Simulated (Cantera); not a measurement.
A perfectly stirred reactor is fed with C3H8 : H2 = 1 : 30 (molar parts), at 570 Pa; it is held at 1550 K, and followed from long to short residence time.

Model: GRI-Mech 3.0 (53 species, 325 reactions), integrated in Cantera. GRI-Mech 3.0 was tuned for natural gas; its chemistry of propane as a main component is partial and can be far from experiment. GRI-Mech 3.0 stops at C3 and has no aromatics, soot or wall deposition, so with more carbon than oxygen in the feed, carbon stays in small species such as C2H2 where larger ones or solid carbon would form. Radical loss at walls, strong at low pressure, is not modelled.

**Question.** What does this change do: temperature 1550 to 1898 K?

**Answer.** 
```json
[
 {"quantity": "x(C3H8) at τ = 0.310 s", "before": "7.42e-5", "after": "7.11e-6"},
 {"quantity": "x(H2) at τ = 0.310 s", "before": "0.938", "after": "0.943"},
 {"quantity": "x(CH4) at τ = 0.310 s", "before": "0.0301", "after": "0.0125"},
 {"quantity": "x(CH2) at τ = 0.310 s", "before": "7.47e-7", "after": "8.42e-6"},
 {"quantity": "x(C2H2) at τ = 0.310 s", "before": "0.0285", "after": "0.0374"},
 {"quantity": "x(C3H8) at τ = 6.90 ms", "before": "0.00219", "after": "0.000298"},
 {"quantity": "x(H2) at τ = 6.90 ms", "before": "0.936", "after": "0.928"},
 {"quantity": "x(CH4) at τ = 6.90 ms", "before": "0.0317", "after": "0.0349"},
 {"quantity": "x(CH2) at τ = 6.90 ms", "before": "2.29e-6", "after": "2.26e-5"},
 {"quantity": "x(C2H2) at τ = 6.90 ms", "before": "0.0110", "after": "0.0223"}
]
```

**Question.** What does this change do: temperature 1550 to 1248 K?

**Answer.** 
```
quantity                 before    after
----------------------  -------  -------
x(C3H8) at τ = 0.310 s  7.42e-5  0.00153
x(H2) at τ = 0.310 s      0.938    0.939
x(CH4) at τ = 0.310 s    0.0301   0.0306
x(CH2) at τ = 0.310 s   7.47e-7  1.35e-8
x(C2H2) at τ = 0.310 s   0.0285  0.00819
x(C3H8) at τ = 6.90 ms  0.00219   0.0233
x(H2) at τ = 6.90 ms      0.936    0.959
x(CH4) at τ = 6.90 ms    0.0317  0.00832
x(CH2) at τ = 6.90 ms   2.29e-6  4.47e-8
x(C2H2) at τ = 6.90 ms   0.0110  6.45e-5
```
